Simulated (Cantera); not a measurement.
Ignition delay

Mixture: 3.43 % C₃H₈, 15.6 % O₂, 58.7 % N₂, 22.3 % CO₂, equivalence ratio 1.1, at 6.90 bar, adiabatic and at constant pressure. Ignition delay is the time to a rise of 400 K.

Computed with Cantera and GRI-Mech 3.0 (53 species, 325 reactions). GRI-Mech 3.0 was tuned for natural gas; its chemistry of propane as a main component is partial and can be far from experiment.

```tsv
T0 (K)	delay (ms)
1125	11.5
1175	4.39
1225	1.73
1275	0.720
1325	0.319
1375	0.152
1425	0.0779
1475	0.0430
1525	0.0254
1575	0.0160
```

```json
{
  "apparent activation energy between 1475 and 1575 K": "190 kJ/mol"
}
```
